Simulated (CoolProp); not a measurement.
The fluid at 238.07 K and 4.15 MPa is throttled through a valve to 1.09 MPa with no heat exchange. The same conditions are run with several fluids, on thermodynamics alone (safety and materials aside).

Model: reference Helmholtz-energy equation of state of each fluid (isobutene: Lemmon 2005; octamethyltrisiloxane (MDM): Thol 2017; the fluoroketone C6F12O (FK-5-1-12): McLinden 2015; ethane: Bücker 2006; R1233zd(E): Akasaka 2022), in CoolProp.

```json
[
 {"fluid": "isobutene", "temperature change (K)": "+1.4", "final density (kg/m³)": "657"},
 {"fluid": "octamethyltrisiloxane (MDM)", "temperature change (K)": "+1.5", "final density (kg/m³)": "874"},
 {"fluid": "the fluoroketone C6F12O (FK-5-1-12)", "temperature change (K)": "+1.0", "final density (kg/m³)": "1770"},
 {"fluid": "ethane", "temperature change (K)": "+0.4", "final density (kg/m³)": "468"},
 {"fluid": "R1233zd(E)", "temperature change (K)": "+1.3", "final density (kg/m³)": "1400"}
]
```
